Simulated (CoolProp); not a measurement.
Vapour-liquid equilibrium of ethane (1) + C3F8 (R218) (2) at 269.5 K; x and y are mole fractions of (1).

Model: multi-fluid Helmholtz-energy mixture model, Bücker 2006 and Lemmon 2006; pair parameters Bell 2016, in CoolProp.

| x | bubble pressure, mixture model (MPa) | bubble pressure, Raoult's law (MPa) | y, mixture model | y, Raoult's law |
|---|---|---|---|---|
| 0.05 | 0.5112 | 0.4583 | 0.283 | 0.238 |
| 0.2 | 0.9316 | 0.7306 | 0.623 | 0.598 |
| 0.35 | 1.273 | 1.003 | 0.740 | 0.762 |
| 0.5 | 1.527 | 1.275 | 0.802 | 0.856 |
| 0.65 | 1.733 | 1.547 | 0.849 | 0.917 |
| 0.8 | 1.927 | 1.820 | 0.900 | 0.960 |
| 0.95 | 2.121 | 2.092 | 0.970 | 0.991 |

The largest gap from Raoult's law is +27.5 % in bubble pressure, at x = 0.2. No azeotrope shows between x = 0.05 and 0.95.

Pair parameters are fitted to limited data, so mixtures are less certain than the pure fluids.
